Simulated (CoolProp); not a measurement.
Values from CoolProp's reference Helmholtz-energy equation of state, Aleksandrov 2011. It is a short technical equation, of lower accuracy than the large ones.

Problem. For n-undecane, give the phase and the cv (kJ/(kg K)), Joule-Thomson coefficient (K/MPa) at 507.6 K and 2.93 MPa; 563.8 K and 2.93 MPa; 620 K and 2.93 MPa.

Solution. 
- 507.6 K and 2.93 MPa: liquid; cv 2.60, Joule-Thomson coefficient -0.0943
- 563.8 K and 2.93 MPa: liquid; cv 2.79, Joule-Thomson coefficient 0.179
- 620 K and 2.93 MPa: liquid; cv 2.98, Joule-Thomson coefficient 1.11
